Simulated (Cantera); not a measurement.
A closed system holds: 1 mol Pb, a varied amount of CO₂, 2.2 mol H₂, equilibrated at 898.15 K and 750 Torr.

These are equilibrium values from Cantera (NASA tables, ideal gas, pure condensed phases), not measurements of a reactor. Candidate condensed phases: C, C₆H₆, C₇H₈, C₈H₁₈, H₂O, Pb, PbO, PbO₂, Pb₃O₄; 113 gas species. Rates play no part.

x: gas mole fraction; n: condensed amount in mol.

```
n(CO₂) (mol)       x CO₂        x H₂       x H₂O   x CO       x CH₄     x Pb      x C₂H₆  n Pb(l)
------------  ----------  ----------  ----------  -----  ----------  -------  ----------  -------
1                  0.160       0.440       0.221  0.137      0.0423  1.30e-6     2.66e-7    1.000
2.6           (withheld)  (withheld)  (withheld)  0.184  (withheld)  1.30e-6  (withheld)    1.000
4.2           (withheld)  (withheld)  (withheld)  0.177  (withheld)  1.30e-6  (withheld)    1.000
5.9                0.568       0.107       0.163  0.161    0.000982  1.30e-6    5.88e-10    1.000
7.5                0.627      0.0794       0.147  0.146    0.000401  1.30e-6    1.32e-10    1.000
9.1                0.673      0.0612       0.133  0.133    0.000184  1.30e-6    3.61e-11    1.000
11                 0.714      0.0467       0.120  0.120     8.19e-5  1.30e-6    9.38e-12    1.000
```

Problem. Fill in the missing entries.

Solution. 
- 2.6, x CO₂: 0.359
- 2.6, x H₂: 0.243
- 2.6, x H₂O: 0.204
- 2.6, x CH₄: 0.0104
- 2.6, x C₂H₆: 2.89e-8
- 4.2, x CO₂: 0.480
- 4.2, x H₂: 0.157
- 4.2, x H₂O: 0.183
- 4.2, x CH₄: 0.00300
- 4.2, x C₂H₆: 3.76e-9
